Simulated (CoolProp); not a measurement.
Vapour pressure (MPa) of hexamethyldisiloxane (MM): the reference equation beside estimates from Tc = 518.7 K, pc = 1.931 MPa, ω = 0.418.

Computed with CoolProp (reference Helmholtz-energy equation of state, Thol 2016).

```tsv
T (K)	reference	Lee-Kesler	Redlich-Kwong	Soave-Redlich-Kwong	Peng-Robinson
313.2	0.01143	0.01124	0.04225	0.01132	0.01173
328.2	0.02156	0.02132	0.06763	0.02139	0.02187
343.3	0.03814	0.03789	0.1033	0.03792	0.03839
358.4	0.06359	0.06351	0.1512	0.06347	0.06375
373.5	0.1009	0.1012	0.2134	0.1011	0.1009
388.6	0.1533	0.1542	0.2921	0.1544	0.1534
403.6	0.2239	0.2259	0.3885	0.2266	0.2244
418.7	0.3178	0.3210	0.5061	0.3231	0.3193
433.8	0.4390	0.4437	0.6459	0.4480	0.4423
448.9	0.5924	0.5986	0.8100	0.6064	0.5986
463.9	0.7822	0.7901	0.9987	0.8021	0.7925
479	1.018	1.027	1.216	1.043	1.033
```

Absolute difference from the reference over all 12 rows, mean and median: Lee-Kesler 0.9 and 1.0 %, Redlich-Kwong 104.8 and 82.0 %, Soave-Redlich-Kwong 1.3 and 1.1 %, Peng-Robinson 0.9 and 0.7 %.
